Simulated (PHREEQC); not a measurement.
# Leach liquor

Dissolve 0.083 mol HCl, 0.043 mol FeSO4 and 3.6e-05 mol MgSO4 per kg of water at 10 °C. Closed to the air; pH follows from the charge balance.

Model: ion-association model, phreeqc.dat, run in PHREEQC.

No solid was allowed to form.

Q: What pH, specific conductance does the model give?

A: pH 1.31; specific conductance 18000 µS/cm.

Q: In which forms is Fe present?

A: Fe+2 76 %, FeSO4 15 %, FeHSO4+ 6.4 %, FeCl+ 2.9 % of the Fe.

Constants without temperature data keep their 25 °C values here.
